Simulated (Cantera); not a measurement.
A closed system holds: 1 mol CaCO₃, 0.034 mol H₂, a varied amount of CO₂, held at 377 °C and 10.0 mbar.

Method: chemical equilibrium by Gibbs-energy minimisation in Cantera with the NASA 1993 tables (ideal gas, pure condensed phases). Candidate condensed phases: C, C₆H₆, C₇H₈, C₈H₁₈, Ca, CaCO₃, CaO, Ca(OH)₂, H₂O; 115 gas species. Equilibrium is a limit: real reactors are often held back by kinetics, nucleation or transport.

x: gas mole fraction; n: condensed amount in mol.

```json
[
 {"n(CO₂) (mol)": "0.1", "x CO₂": "0.696", "x H₂O": "0.133", "x H₂": "0.125", "x CO": "0.0418", "x CH₄": "0.00406", "n C(graphite)": "0.00532", "n CaCO₃(calcite)": "1.00"},
 {"n(CO₂) (mol)": "0.16", "x CO₂": "0.778", "x H₂O": "0.0935", "x H₂": "0.0828", "x CO": "0.0442", "x CH₄": "0.00179", "n C(graphite)": "0.00432", "n CaCO₃(calcite)": "1.00"},
 {"n(CO₂) (mol)": "0.24", "x CO₂": "0.830", "x H₂O": "0.0666", "x H₂": "0.0572", "x CO": "0.0457", "x CH₄": "0.000850", "n C(graphite)": "0.00261", "n CaCO₃(calcite)": "1.00"},
 {"n(CO₂) (mol)": "0.37", "x CO₂": "0.871", "x H₂O": "0.0461", "x H₂": "0.0374", "x CO": "0.0454", "x CH₄": "0.000343", "n C(graphite)": "0", "n CaCO₃(calcite)": "1.00"},
 {"n(CO₂) (mol)": "0.56", "x CO₂": "0.907", "x H₂O": "[?]", "x H₂": "[?]", "x CO": "[?]", "x CH₄": "[?]", "n C(graphite)": "0", "n CaCO₃(calcite)": "1.00"},
 {"n(CO₂) (mol)": "0.85", "x CO₂": "0.935", "x H₂O": "0.0266", "x H₂": "0.0118", "x CO": "0.0266", "x CH₄": "1.09e-5", "n C(graphite)": "0", "n CaCO₃(calcite)": "1.00"},
 {"n(CO₂) (mol)": "1.3", "x CO₂": "0.955", "x H₂O": "0.0194", "x H₂": "0.00612", "x CO": "0.0194", "x CH₄": "1.52e-6", "n C(graphite)": "0", "n CaCO₃(calcite)": "1.00"},
 {"n(CO₂) (mol)": "2", "x CO₂": "0.970", "x H₂O": "0.0137", "x H₂": "0.00302", "x CO": "0.0137", "x CH₄": "1.82e-7", "n C(graphite)": "0", "n CaCO₃(calcite)": "1.00"},
 {"n(CO₂) (mol)": "3", "x CO₂": "0.979", "x H₂O": "[?]", "x H₂": "[?]", "x CO": "[?]", "x CH₄": "[?]", "n C(graphite)": "0", "n CaCO₃(calcite)": "1.00"},
 {"n(CO₂) (mol)": "4.6", "x CO₂": "0.986", "x H₂O": "0.00664", "x H₂": "0.000697", "x CO": "0.00664", "x CH₄": "2.25e-9", "n C(graphite)": "0", "n CaCO₃(calcite)": "1.00"}
]
```

Complete the blanks.


- 0.56, x H₂O: 0.0355
- 0.56, x H₂: 0.0216
- 0.56, x CO: 0.0354
- 0.56, x CH₄: 6.65e-5
- 3, x H₂O: 0.00971
- 3, x H₂: 0.00150
- 3, x CO: 0.00971
- 3, x CH₄: 2.24e-8
